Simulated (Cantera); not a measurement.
**Thermodynamics of silicon etching in halogen gases, feed Si + Cl2 + H2**

Feed: 1 mol Si, a varied amount of Cl2, 38 mol H2, at 1073.15 K and 13.3 mbar.

Cantera equilibrium calculation (NASA polynomials, part measured and part estimated; ideal gas, pure solids and liquids). Candidate condensed phases: Si; 19 gas species. The tables' values for SiCl3 are old estimates; treat these amounts as uncertain. Equilibrium is a limit: real reactors are often held back by kinetics, nucleation or transport.

```csv
n(Cl2) (mol),x H2,x HCl,x SiCl4,x SiHCl3,x SiCl2,x SiCl3,x SiH2Cl2,x SiH3Cl,n Si(s)
1.1,0.963,0.0284,0.00434,0.00181,0.00163,0.000666,8.77e-5,1.12e-6,0.668
1.3,0.959,0.0304,0.00578,0.00223,0.00188,0.000825,0.000101,1.19e-6,0.578
1.5,0.955,0.0322,0.00730,0.00265,0.00211,0.000982,0.000113,1.26e-6,0.486
1.8,0.949,0.0344,0.00967,0.00327,0.00243,0.00121,0.000129,1.34e-6,0.344
2.1,0.943,0.0363,0.0121,0.00386,0.00273,0.00144,0.000144,1.40e-6,0.199
2.5,0.936,0.0385,0.0155,0.00463,0.00308,0.00173,0.000161,1.47e-6,0.00435
3,0.917,0.0581,0.0184,0.00356,0.00157,0.00134,8.04e-5,4.77e-7,0
3.5,0.896,0.0796,0.0199,0.00275,0.000885,0.00105,4.43e-5,1.87e-7,0
4.2,0.865,0.110,0.0210,0.00201,0.000467,0.000783,2.26e-5,6.65e-8,0
5,0.831,0.145,0.0214,0.00150,0.000265,0.000596,1.23e-5,2.64e-8,0
```
x: gas mole fraction; n: condensed amount in mol.

From 1.1 mol Cl2 to 2.5 mol Cl2 the condensed part is Si(s). From 3 mol Cl2 to 5 mol Cl2 nothing is condensed. The main Si-bearing gas is SiCl4 throughout.
